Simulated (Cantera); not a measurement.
Input: 1 mol Si, 18 mol HCl, held at 800 K and 13.3 mbar.

Method: chemical equilibrium by Gibbs-energy minimisation in Cantera with the NASA 1993 tables (ideal gas, pure condensed phases). Candidate condensed phases: Si; 19 gas species. Kinetics and transport are ignored.

Base state: HCl 0.824, H2 0.118, SiCl4 0.0588 (mole fractions); condensed: gas only.

Question: What changes in the equilibrium state with this change: HCl from 18 to 2.9 mol?

Answer: 
| species | before | after |
|---|---|---|
| H2 | 0.118 | 0.650 |
| SiCl4 | 0.0588 | 0.305 |
| SiHCl3 | 7.59e-6 | 0.0398 |
| HCl | 0.824 | 0.00450 |
| SiH2Cl2 | <1e-9 | 0.000420 |
| SiCl2 | <1e-9 | 3.19e-5 |
| SiCl3 | 1.33e-7 | 0.000296 |
| Si(s), mol | 0 | 0.255 |
The tables' values for SiCl3 are old estimates; treat these amounts as uncertain.
